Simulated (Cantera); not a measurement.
Feed: 1 mol PbO, 2900 mol H2, 1.8 mol N2, equilibrated at 1398 K and 750 Torr.

Cantera equilibrium calculation (NASA polynomials, part measured and part estimated; ideal gas, pure solids and liquids). Candidate condensed phases: H2O, Pb, PbO, PbO2, Pb3O4; 27 gas species. The numbers say what is thermodynamically allowed, not how fast it happens.

Base state: H2 0.999, N2 0.000619, H2O 0.000344, Pb 0.000344 (mole fractions); condensed: gas only.

What changes in the equilibrium state with this change: PbO replaced by V2O5?


```tsv
species	before	after
H2	0.999	0.998
H2O	0.000344	0.00103
N2	0.000619	0.000619
Pb	0.000344	0
VO(s), mol	0	2.00
```
VO: taken at fixed stoichiometry. Further candidate phases: V, VN, VO, V2O3, V2O4, V2O5.

What changes in the equilibrium state with this change: temperature from 1398 K to 2148 K?


| species | before | after |
|---|---|---|
| H2 | 0.999 | 0.995 |
| H | 4.73e-6 | 0.00416 |
| N2 | 0.000619 | 0.000619 |
| H2O | 0.000344 | 0.000344 |
| Pb | 0.000344 | 0.000344 |
